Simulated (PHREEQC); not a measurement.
**Phosphoric acid bath**

Make-up at 25 °C: 0.0342 mol/kgw KH2PO4, 0.002 mol/kgw HNO3 and 1.1e-06 mol/kgw H4SiO4. Closed to the air; pH follows from the charge balance.

Computed with PHREEQC (ion-association model, phreeqc.dat).

No solid was allowed to form.

### Question
What pH does the model give?

### Answer
pH 3.41.

### Question
In which forms is P present?

### Answer
H2PO4- 95 %, H3PO4 4.6 % of the P.
